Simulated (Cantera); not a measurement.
Cantera run:

```python
import numpy as np
import cantera as ct

gas_names = [...]  # 151 gases of nasa_gas.yaml made of C, H, N, O, Si
cond_names = """
    C(gr) C6H6(L) C7H8(L) C8H18(L),n-octa H2O(s) H2O(L) Si(cr) Si(L) SiC(b) SiO2(Lqz) SiO2(hqz) SiO2(L)
    Si2N2O(s) Si3N4(a)
""".split()


# ... load() reads the species with a 1 bar reference pressure and builds the phases ...
atoms = {
    'SiC': {'Si': 1, 'C': 1},
    'N2O': {'N': 2, 'O': 1},
    'H2': {'H': 2},
    'CO2': {'C': 1, 'O': 2},
}
top_T = {'C(gr)': 4500, 'SiC(b)': 3050, 'Si2N2O(s)': 2100, 'Si3N4(a)': 2400}  # K; cautious upper limits of use, not melting points


# ... equilibrate(T, P, feed) seeds the gas with the atoms and calls Mixture.equilibrate('TP', solver="vcs", rtol=1e-11, max_steps=5000) ...
results = []
feed = {'SiC': 1, 'N2O': 0.25, 'H2': 1.5, 'CO2': 1.6}  # mol
P = 0.23  # Pa
for T in [1123, 1223, 1323, 1423, 1523, 1623, 1723, 1823, 1923, 2023]:
    mix = equilibrate(T, P, feed)
    results.append((T, P, feed, dict(zip(mix.species_names, mix.species_moles))))
    x = sorted(zip(gas.X, gas.species_names), reverse=True)
    print(f"T = {T:g} K  P = {P:g} Pa  gas = {mix.phase_moles(0):.4g} mol")
    print("   x: " + "  ".join(f"{s} {v:.3e}" for v, s in x if v > 0.0001))
    print("   condensed (mol): " + ("  ".join(f"{mix.phase(i).name} {mix.phase_moles(i):.4g}"
          for i in range(1, mix.n_phases) if mix.phase_moles(i) > 1e-12) or "none"))
```

Output:

```
T = 1123 K  P = 0.23 Pa  gas = 3.973 mol
   x: CO 6.208e-01  H2 3.775e-01  SiO 1.169e-03  N2 4.760e-04
   condensed (mol): SiC(b) 0.1337  SiO2(hqz) 0.3655  Si2N2O(s) 0.2481
T = 1223 K  P = 0.23 Pa  gas = 4.452 mol
   x: CO 5.804e-01  H2 3.369e-01  SiO 8.172e-02  N2 8.536e-04  H 1.151e-04
   condensed (mol): SiC(b) 0.01587  SiO2(hqz) 0.1279  Si2N2O(s) 0.2462
T = 1323 K  P = 0.23 Pa  gas = 5.201 mol
   x: CO 4.854e-01  H2 2.881e-01  SiO 1.778e-01  N2 4.806e-02  H 5.613e-04
   condensed (mol): SiC(b) 0.07499
T = 1423 K  P = 0.23 Pa  gas = 5.206 mol
   x: CO 4.850e-01  H2 2.869e-01  SiO 1.776e-01  N2 4.802e-02  H 2.346e-03
   condensed (mol): SiC(b) 0.07484
T = 1523 K  P = 0.23 Pa  gas = 5.225 mol
   x: CO 4.836e-01  H2 2.830e-01  SiO 1.766e-01  N2 4.784e-02  H 8.107e-03  Si 8.124e-04
   condensed (mol): SiC(b) 0.07283
T = 1623 K  P = 0.23 Pa  gas = 5.307 mol
   x: CO 4.799e-01  H2 2.708e-01  SiO 1.702e-01  N2 4.710e-02  H 2.372e-02  Si 8.198e-03
   condensed (mol): SiC(b) 0.05288
T = 1723 K  P = 0.23 Pa  gas = 5.513 mol
   x: CO 4.716e-01  H2 2.425e-01  SiO 1.543e-01  H 5.921e-02  N2 4.534e-02  Si 2.703e-02
   condensed (mol): none
T = 1823 K  P = 0.23 Pa  gas = 5.714 mol
   x: CO 4.550e-01  H2 1.988e-01  SiO 1.488e-01  H 1.274e-01  N2 4.375e-02  Si 2.621e-02
   condensed (mol): none
T = 1923 K  P = 0.23 Pa  gas = 6.038 mol
   x: CO 4.306e-01  H 2.278e-01  SiO 1.408e-01  H2 1.345e-01  N2 4.140e-02  Si 2.483e-02
   condensed (mol): none
T = 2023 K  P = 0.23 Pa  gas = 6.406 mol
   x: CO 4.059e-01  H 3.297e-01  SiO 1.327e-01  H2 6.931e-02  N2 3.903e-02  Si 2.341e-02
   condensed (mol): none
```

Equilibrium computed with Cantera from the NASA thermochemical tables; the gas is ideal and each condensed phase is pure. Mutual solubility and eutectic melting of coexisting phases are not modelled. The tables hold silica as quartz up to 1696 K and as liquid above; real silica turns to tridymite and cristobalite and melts near 1996 K.
